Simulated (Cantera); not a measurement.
# Transport properties of process gases

Gas mixture: 23.8 % N2, 76.2 % NO, at 2670 Pa, frozen composition.

Cantera's kinetic-theory transport with the Lennard-Jones parameters of GRI-Mech 3.0, ideal gas; thermal conductivity in the multicomponent form. The composition is frozen, though it would react at the higher temperatures.

```json
[
 {"T (K)": "400", "ρ (kg/m³)": "0.0237", "cp (J/kg/K)": "1009", "μ (µPa s)": "22.9", "λ (mW/m/K)": "32.6", "Pr": "0.710", "D (cm²/s) OH": "19.7", "D (cm²/s) CH3": "14.1", "D (cm²/s) CH4": "14.1"},
 {"T (K)": "600", "ρ (kg/m³)": "0.0158", "cp (J/kg/K)": "1048", "μ (µPa s)": "30.4", "λ (mW/m/K)": "45.0", "Pr": "0.708", "D (cm²/s) OH": "39.2", "D (cm²/s) CH3": "28.4", "D (cm²/s) CH4": "28.3"},
 {"T (K)": "800", "ρ (kg/m³)": "0.0118", "cp (J/kg/K)": "1099", "μ (µPa s)": "36.8", "λ (mW/m/K)": "57.2", "Pr": "0.707", "D (cm²/s) OH": "63.5", "D (cm²/s) CH3": "46.3", "D (cm²/s) CH4": "46.0"},
 {"T (K)": "1000", "ρ (kg/m³)": "0.00947", "cp (J/kg/K)": "1141", "μ (µPa s)": "42.6", "λ (mW/m/K)": "68.8", "Pr": "0.707", "D (cm²/s) OH": "92.2", "D (cm²/s) CH3": "67.3", "D (cm²/s) CH4": "67.0"},
 {"T (K)": "1200", "ρ (kg/m³)": "0.00789", "cp (J/kg/K)": "1169", "μ (µPa s)": "48.0", "λ (mW/m/K)": "79.4", "Pr": "0.707", "D (cm²/s) OH": "125", "D (cm²/s) CH3": "91.2", "D (cm²/s) CH4": "90.8"},
 {"T (K)": "1400", "ρ (kg/m³)": "0.00676", "cp (J/kg/K)": "1192", "μ (µPa s)": "53.0", "λ (mW/m/K)": "89.5", "Pr": "0.706", "D (cm²/s) OH": "161", "D (cm²/s) CH3": "118", "D (cm²/s) CH4": "117"}
]
```
D: mixture-averaged diffusion coefficient of that species in the mixture.
